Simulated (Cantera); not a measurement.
Charge: 1 mol TiCl4, 17 mol H2O, at 777 °C and 1.00 Torr.

Cantera equilibrium calculation (NASA polynomials, part measured and part estimated; ideal gas, pure solids and liquids). Candidate condensed phases: H2O, Ti, TiCl2, TiCl3, TiCl4, TiO, TiO2, Ti2O3, Ti3O5, Ti4O7; 23 gas species. Condensed phases not in the tables: TiOCl. Kinetics and transport are ignored.

Base state: H2O 0.789, HCl 0.211, Cl 1.42e-5 (mole fractions); condensed: TiO2(rutile).

### Question
What changes in the equilibrium state with this change: temperature from 777 °C to 1302 °C?

### Answer
| species | before | after |
|---|---|---|
| H2O | 0.789 | 0.785 |
| HCl | 0.211 | 0.207 |
| H2 | 9.08e-6 | 0.00357 |
| H | <1e-9 | 6.80e-5 |
| OH | 1.86e-7 | 0.000543 |
| TiO2(rutile), mol | 1.00 | 1.00 |
